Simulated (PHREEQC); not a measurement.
1 kg of water holding 0.22 mol KOH meets 20 L of dry gas (CH4 1 by moles) at fixed total pressure, at 80 °C; fugacities by Peng-Robinson. The gases take part in no redox reaction, some water evaporates into the gas, and hydrates or a liquid gas phase aren't modelled. Nothing may precipitate in this run.

Computed with PHREEQC (ion-association model, phreeqc.dat).

Task: Predict dissolved CH4 (mol/kgw), φ of CH4 at P (atm) = 10, 150, 400.

Result: 
```json
[
 {"P (atm)": "10", "dissolved CH4 (mol/kgw)": "0.00854", "φ of CH4": "0.988"},
 {"P (atm)": "150", "dissolved CH4 (mol/kgw)": "0.100", "φ of CH4": "0.865"},
 {"P (atm)": "400", "dissolved CH4 (mol/kgw)": "0.191", "φ of CH4": "0.813"}
]
```

At this temperature some constants are extrapolated from 25 °C, and those without enthalpy data are left unchanged.
